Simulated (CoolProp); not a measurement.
Saturated liquid density (kg/m³) of C3F8 (R218): the reference equation beside estimates from Tc = 345.0 K, pc = 2.640 MPa, ω = 0.317. Rackett uses Z = 0.29056 − 0.08775 ω.

The numbers come from the reference Helmholtz-energy equation of state, Lemmon 2006 in CoolProp. It is a short technical equation, of lower accuracy than the large ones.

| T (K) | reference | Rackett | van der Waals | Redlich-Kwong | Soave-Redlich-Kwong | Peng-Robinson |
|---|---|---|---|---|---|---|
| 266.3 | ___ | 1582 | 921.1 | 1313 | 1391 | 1578 |
| 273.3 | 1454 | 1546 | ___ | 1275 | 1353 | 1536 |
| 280.3 | 1420 | 1508 | 878.3 | 1236 | 1313 | 1491 |
| 287.3 | 1384 | 1469 | 855.0 | 1194 | ___ | 1442 |
| 294.3 | 1346 | 1427 | 830.1 | 1149 | 1224 | 1389 |
| 301.3 | 1305 | 1382 | 803.5 | 1101 | 1173 | ___ |
| 308.3 | 1259 | 1333 | 774.5 | 1049 | ___ | 1267 |
| 315.3 | 1209 | 1279 | 742.6 | 992.3 | 1056 | 1195 |
| 322.3 | 1152 | 1218 | 706.6 | 928.8 | ___ | 1113 |
| 329.3 | 1083 | 1145 | 664.7 | 855.4 | 903.7 | 1016 |
| 336.3 | 992.0 | 1051 | 611.9 | 764.8 | 800.9 | 894.8 |

### Question
Complete the blanks.

### Answer

- 266.3, reference: 1486
- 273.3, van der Waals: 900.2
- 287.3, Soave-Redlich-Kwong: 1270
- 301.3, Peng-Robinson: 1331
- 308.3, Soave-Redlich-Kwong: 1118
- 322.3, Soave-Redlich-Kwong: 985.8

Absolute difference from the reference over all 11 rows, mean and median: Rackett 6.0 and 5.9 %, van der Waals 38.4 and 38.3 %, Redlich-Kwong 16.3 and 15.6 %, Soave-Redlich-Kwong 11.1 and 10.1 %, Peng-Robinson 4.3 and 4.2 %.
